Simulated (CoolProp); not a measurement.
Vapour-liquid equilibrium of R114 (1) + benzene (2) at 1.32 bar; x and y are mole fractions of (1).

Model: multi-fluid Helmholtz-energy mixture model, Platzer 1990 and Thol 2012; pair parameters Bell 2016, in CoolProp. This equation is an older, rougher fit; its heat capacities, sound speeds and derivatives of the liquid may be far off and weren't checked against measurements.

| x | bubble temperature, mixture model (K) | bubble temperature, Raoult's law (K) | y, mixture model | y, Raoult's law |
|---|---|---|---|---|
| 0.05 | 336.5 | 350.4 | 0.565 | 0.332 |
| 0.15 | 312.5 | 333.3 | 0.835 | 0.661 |
| 0.25 | 303.0 | 321.4 | 0.897 | 0.808 |
| 0.35 | 298.3 | 312.6 | 0.921 | 0.883 |
| 0.45 | 295.4 | 305.7 | 0.935 | 0.926 |
| 0.55 | 293.2 | 300.2 | 0.946 | 0.953 |
| 0.65 | 291.3 | 295.5 | 0.955 | 0.970 |
| 0.75 | 289.4 | 291.6 | 0.965 | 0.982 |
| 0.85 | 287.3 | 288.2 | 0.977 | 0.991 |
| 0.95 | 285.1 | 285.2 | 0.992 | 0.997 |

The largest gap from Raoult's law is -20.8 K in bubble temperature, at x = 0.15. No azeotrope shows between x = 0.05 and 0.95.

Pair parameters are fitted to limited data, so mixtures are less certain than the pure fluids. With so large a gap from Raoult's law the liquid may split in two, which this calculation doesn't test in full.
